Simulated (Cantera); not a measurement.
Mixture: 9.57 % CH₄, 0.383 % C₂H₆, 0.852 % C₃H₈, 24.7 % O₂, 64.3 % N₂, 0.182 % H₂, at 1800 Torr, adiabatic and at constant pressure. Ignition delay is the time to a rise of 400 K.

Detailed kinetics in Cantera: GRI-Mech 3.0 (53 species, 325 reactions).

Q: Predict: delay at 1125 K; delay at 1200 K; delay at 1275 K; delay at 1350 K; delay at 1425 K; delay at 1500 K; delay at 1575 K; apparent activation energy between 1425 and 1575 K.

A: 
```
Quantity                                                 Value
--------------------------------------------------  ----------
delay at 1125 K                                        12.1 ms
delay at 1200 K                                        3.93 ms
delay at 1275 K                                        1.30 ms
delay at 1350 K                                       0.463 ms
delay at 1425 K                                       0.186 ms
delay at 1500 K                                        85.0 µs
delay at 1575 K                                        43.8 µs
apparent activation energy between 1425 and 1575 K  180 kJ/mol
```
